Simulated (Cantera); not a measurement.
## Gas-phase reforming

A perfectly stirred reactor is fed with CH4 : CO2 : H2 = 1 : 1.7 : 0.28 (molar parts), at 760 Torr; it is held at 1675 K, and followed from long to short residence time.

Model: GRI-Mech 3.0 (53 species, 325 reactions), integrated in Cantera.

| τ (s) | x CH4 | x CO2 | x H2 | x CH2O | x C2H | x C2H4 |
|---|---|---|---|---|---|---|
| 0.32 | 0.0448 | 0.146 | 0.197 | 3.67e-6 | 7.67e-8 | 0.00105 |
| 0.18 | 0.0580 | 0.178 | 0.179 | 5.56e-6 | 8.66e-8 | 0.00125 |
| 0.099 | 0.0776 | 0.222 | 0.166 | 7.99e-6 | 8.94e-8 | 0.00156 |
| 0.055 | 0.105 | 0.277 | 0.161 | 1.04e-5 | 8.25e-8 | 0.00202 |
| 0.031 | 0.141 | 0.341 | 0.160 | 1.26e-5 | 6.83e-8 | 0.00266 |
| 0.017 | 0.184 | 0.410 | 0.159 | 1.47e-5 | 5.07e-8 | 0.00349 |
| 0.0097 | 0.223 | 0.465 | 0.152 | 1.67e-5 | 3.53e-8 | 0.00427 |
| 0.0054 | 0.259 | 0.507 | 0.139 | 1.87e-5 | 2.20e-8 | 0.00488 |
| 0.0030 | 0.287 | 0.535 | 0.125 | 2.02e-5 | 1.21e-8 | 0.00497 |
| 0.0017 | 0.306 | 0.552 | 0.113 | 2.06e-5 | 5.72e-9 | 0.00437 |
| 0.00095 | 0.319 | 0.561 | 0.104 | 1.95e-5 | 2.11e-9 | 0.00317 |
x: mole fraction; the columns are a selection and need not sum to one.
